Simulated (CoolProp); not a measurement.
Computed with CoolProp (reference Helmholtz-energy equation of state, de Reuck 1993).

Task: For methanol, give the phase and the density (kg/m³), viscosity (µPa s), Prandtl number, fugacity coefficient at 283.15 °C and 15800 kPa; 283.15 °C and 37900 kPa.

Result: 
- 283.15 °C and 15800 kPa: supercritical; density 322, viscosity 40.5, Prandtl number 2.73, fugacity coefficient 0.563
- 283.15 °C and 37900 kPa: supercritical; density 533, viscosity 74.5, Prandtl number 2.12, fugacity coefficient 0.328

Viscosity comes from a separate model (Xiang 2006). Thermal conductivity comes from a separate model (Sykioti 2013).
